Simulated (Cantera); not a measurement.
What does this Cantera script print?

```python
import numpy as np
import cantera as ct

gas = ct.Solution("gri30.yaml")
gas.TPX = 1350, 58000, {'CH3OH': 0.014, 'O2': 0.0073, 'N2': 1}
reactor = ct.IdealGasConstPressureReactor(gas, energy="off", clone=False)
net = ct.ReactorNet([reactor])
net.rtol, net.atol = 1e-08, 1e-18
show = ['CH3OH', 'O2', 'NO', 'CO2', 'C2H4', 'HCN', 'HO2']
times = np.geomspace(5e-06, 7, 11)

steps = ct.SolutionArray(gas, extra=["t"])
rows = []
print(f"{'t/s':>10s}{'T/K':>9s}{'P/Pa':>11s}" + "".join(f"{s:>11s}" for s in show))
for t in times:
    while net.time < t:
        t_next = net.step()
        steps.append(gas.state, t=t_next)
    rows.append([np.interp(t, steps.t, y) for y in (steps.T, steps.P, *steps(*show).X.T)])
    print(f"{t:10.3e}{rows[-1][0]:9.1f}{rows[-1][1]:11.4g}" + "".join(f"{x:11.3e}" for x in rows[-1][2:]))
rate = np.gradient(steps.T, steps.t)
print("integrator steps:", len(steps.t))
if steps.T.max() > steps.T[0] + 200:
    print(f"time of steepest temperature rise: {steps.t[rate.argmax()]:.4e} s")
gas.TPX = 1350, 58000, {'CH3OH': 0.014, 'O2': 0.0073, 'N2': 1}
gas.equilibrate("TP")
print(f"equilibrium (TP): T = {gas.T:.1f} K  " + "  ".join(f"{s} {gas[s].X[0]:.3e}" for s in show))
```

Output:

```
       t/s      T/K       P/Pa      CH3OH         O2         NO        CO2       C2H4        HCN        HO2
 5.000e-06   1350.0    5.8e+04  1.371e-02  7.148e-03  3.178e-17  5.631e-09  2.194e-13  6.940e-16  1.480e-08
 2.059e-05   1350.0    5.8e+04  1.371e-02  7.147e-03  4.127e-15  4.059e-08  5.818e-12  1.750e-14  2.648e-07
 8.476e-05   1350.0    5.8e+04  1.370e-02  7.146e-03  7.516e-14  1.917e-07  1.043e-10  1.107e-13  1.614e-06
 3.490e-04   1350.0    5.8e+04  1.368e-02  7.137e-03  5.333e-13  8.126e-07  1.516e-09  6.008e-13  7.959e-06
 1.437e-03   1350.0    5.8e+04  1.348e-02  7.073e-03  4.574e-12  3.347e-06  7.488e-09  5.688e-12  3.798e-05
 5.916e-03   1350.0    5.8e+04  4.972e-04  2.772e-03  8.728e-10  2.975e-04  2.788e-08  8.406e-10  3.073e-05
 2.436e-02   1350.0    5.8e+04  3.398e-15  1.340e-07  1.313e-07  3.287e-03  2.142e-13  1.083e-08  3.498e-11
 1.003e-01   1350.0    5.8e+04  2.330e-15  5.510e-09  1.322e-07  3.370e-03  1.332e-13  1.032e-08  1.649e-12
 4.129e-01   1350.0    5.8e+04  1.514e-15  2.952e-10  1.202e-07  3.368e-03  1.158e-13  1.007e-08  8.803e-14
 1.700e+00   1350.0    5.8e+04  1.116e-15  1.690e-11  7.413e-08  3.365e-03  1.066e-13  9.874e-09  4.149e-15
 7.000e+00   1350.0    5.8e+04  9.854e-16  1.017e-12  2.660e-08  3.365e-03  9.906e-14  9.719e-09  1.537e-16
integrator steps: 2754
equilibrium (TP): T = 1350.0 K  CH3OH 9.449e-16  O2 3.135e-14  NO 2.321e-10  CO2 3.364e-03  C2H4 7.160e-19  HCN 2.986e-09  HO2 4.043e-18
```

Model: GRI-Mech 3.0 (53 species, 325 reactions), integrated in Cantera. GRI-Mech 3.0 was tuned for natural gas; its chemistry of methanol as a main component is partial and can be far from experiment.
